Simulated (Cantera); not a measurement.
A closed system holds: 1 mol C₃H₆, 0.9 mol NH₃, 9.4 mol H₂, held at 3.00 bar.

Equilibrium computed with Cantera from the NASA thermochemical tables; the gas is ideal and each condensed phase is pure. Candidate condensed phases: C, C₆H₆, C₇H₈, C₈H₁₈; 110 gas species. Ions and electrons are included (thermal ionisation). The numbers say what is thermodynamically allowed, not how fast it happens.

Problem. Which condensed phases are stable at each of these points (T (K)): 2500, 3000, 3500, 4000, 4500, 5000?

Solution. 
| T (K) | condensed phases | C condensed (%) |
|---|---|---|
| 2500 | C(graphite) | 84.1 |
| 3000 | C(graphite) | 31.6 |
| 3500 | gas only | 0.0 |
| 4000 | gas only | 0.0 |
| 4500 | gas only | 0.0 |
| 5000 | gas only | 0.0 |

From 2500 K to 3000 K the condensed part is C(graphite). From 3500 K to 5000 K nothing is condensed.
